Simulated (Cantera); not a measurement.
Input (Python, Cantera):

```python
import numpy as np
import cantera as ct

gas = ct.Solution("gri30.yaml")
gas.TPX = 2000, 2666, {'NO': 0.53, 'N2': 0.16}
reactor = ct.IdealGasConstPressureReactor(gas, energy="off", clone=False)
net = ct.ReactorNet([reactor])
net.rtol, net.atol = 1e-08, 1e-18
show = ['NO', 'O2', 'O', 'NO2', 'N2O', 'N2']
times = np.geomspace(2e-06, 1, 12)

steps = ct.SolutionArray(gas, extra=["t"])
rows = []
print(f"{'t/s':>10s}{'T/K':>9s}{'P/Pa':>11s}" + "".join(f"{s:>11s}" for s in show))
for t in times:
    while net.time < t:
        t_next = net.step()
        steps.append(gas.state, t=t_next)
    rows.append([np.interp(t, steps.t, y) for y in (steps.T, steps.P, *steps(*show).X.T)])
    print(f"{t:10.3e}{rows[-1][0]:9.1f}{rows[-1][1]:11.4g}" + "".join(f"{x:11.3e}" for x in rows[-1][2:]))
rate = np.gradient(steps.T, steps.t)
print("integrator steps:", len(steps.t))
if steps.T.max() > steps.T[0] + 200:
    print(f"time of steepest temperature rise: {steps.t[rate.argmax()]:.4e} s")
gas.TPX = 2000, 2666, {'NO': 0.53, 'N2': 0.16}
gas.equilibrate("TP")
print(f"equilibrium (TP): T = {gas.T:.1f} K  " + "  ".join(f"{s} {gas[s].X[0]:.3e}" for s in show))
```

It prints:

```
       t/s      T/K       P/Pa         NO         O2          O        NO2        N2O         N2
 2.000e-06   2000.0       2666  7.681e-01  1.133e-12  3.654e-08  1.695e-12  3.654e-08  2.319e-01
 6.594e-06   2000.0       2666  7.681e-01  1.234e-11  1.205e-07  1.846e-11  1.205e-07  2.319e-01
 2.174e-05   2000.0       2666  7.681e-01  1.343e-10  3.973e-07  2.005e-10  3.969e-07  2.319e-01
 7.166e-05   2000.0       2666  7.681e-01  1.463e-09  1.310e-06  2.168e-09  1.306e-06  2.319e-01
 2.363e-04   2000.0       2666  7.681e-01  1.593e-08  4.327e-06  2.306e-08  4.283e-06  2.319e-01
 7.789e-04   2000.0       2666  7.681e-01  1.744e-07  1.436e-05  2.336e-07  1.387e-05  2.319e-01
 2.568e-03   2000.0       2666  7.680e-01  1.975e-06  4.849e-05  2.044e-06  4.310e-05  2.319e-01
 8.465e-03   2000.0       2666  7.677e-01  2.592e-05  1.703e-04  1.201e-05  1.170e-04  2.319e-01
 2.791e-02   2000.0       2666  7.665e-01  3.597e-04  4.826e-04  3.079e-05  2.095e-04  2.324e-01
 9.201e-02   2000.0       2666  7.620e-01  2.510e-03  6.480e-04  3.942e-05  2.140e-04  2.346e-01
 3.033e-01   2000.0       2666  7.464e-01  1.026e-02  7.493e-04  5.156e-05  1.983e-04  2.424e-01
 1.000e+00   2000.0       2666  6.912e-01  3.765e-02  1.017e-03  7.966e-05  1.563e-04  2.699e-01
integrator steps: 437
equilibrium (TP): T = 2000.0 K  NO 9.079e-03  O2 3.778e-01  O 2.533e-03  NO2 3.423e-06  N2O 7.337e-08  N2 6.106e-01
```

Model: GRI-Mech 3.0 (53 species, 325 reactions), integrated in Cantera. Radical loss at walls, strong at low pressure, is not modelled.
